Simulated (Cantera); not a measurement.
# Thermodynamics of boron, boron nitride and boron oxide, feed borazine + H₂O + H₂

Input: 1 mol borazine, 0.76 mol H₂O, 7.3 mol H₂, equilibrated at 75.0 Torr.

Method: chemical equilibrium by Gibbs-energy minimisation in Cantera with the NASA 1993 tables (ideal gas, pure condensed phases). Candidate condensed phases: B, BN, B₂O₃, B₃O₃H₃, H₂O; 39 gas species. The feed counts by its element totals alone. Mutual solubility and eutectic melting of coexisting phases are not modelled. Gases not in the tables: H₃BO₃. Equilibrium is a limit: real reactors are often held back by kinetics, nucleation or transport.

```json
[
 {"T (K)": "1125", "log p H₂": "-1.01", "log p N₂": "-2.66", "log p HBO₂": "-5.54", "log p HBO": "-7.24", "log p H₂O": "-3.93", "n BN(s)": "2.50", "n B₂O₃(l)": "0.249"},
 {"T (K)": "1200", "log p H₂": "-1.01", "log p N₂": "-2.66", "log p HBO₂": "-5.05", "log p HBO": "-6.39", "log p H₂O": "-3.95", "n BN(s)": "2.50", "n B₂O₃(l)": "0.248"},
 {"T (K)": "1275", "log p H₂": "-1.01", "log p N₂": "-2.66", "log p HBO₂": "-4.63", "log p HBO": "-5.65", "log p H₂O": "-3.96", "n BN(s)": "2.50", "n B₂O₃(l)": "0.247"},
 {"T (K)": "1350", "log p H₂": "-1.01", "log p N₂": "-2.66", "log p HBO₂": "-4.25", "log p HBO": "-5.00", "log p H₂O": "-3.98", "n BN(s)": "2.50", "n B₂O₃(l)": "0.245"},
 {"T (K)": "1425", "log p H₂": "-1.01", "log p N₂": "-2.66", "log p HBO₂": "-3.92", "log p HBO": "-4.41", "log p H₂O": "-3.99", "n BN(s)": "2.50", "n B₂O₃(l)": "0.238"},
 {"T (K)": "1500", "log p H₂": "-1.01", "log p N₂": "-2.66", "log p HBO₂": "-3.62", "log p HBO": "-3.89", "log p H₂O": "-4.01", "n BN(s)": "2.50", "n B₂O₃(l)": "0.224"},
 {"T (K)": "1575", "log p H₂": "-1.01", "log p N₂": "-2.66", "log p HBO₂": "-3.35", "log p HBO": "-3.41", "log p H₂O": "-4.02", "n BN(s)": "2.50", "n B₂O₃(l)": "0.190"}
]
```
log p: log10 of the partial pressure in bar; n: condensed amount in mol.

From 1125 K to 1575 K the condensed part is BN(s) + B₂O₃(l).
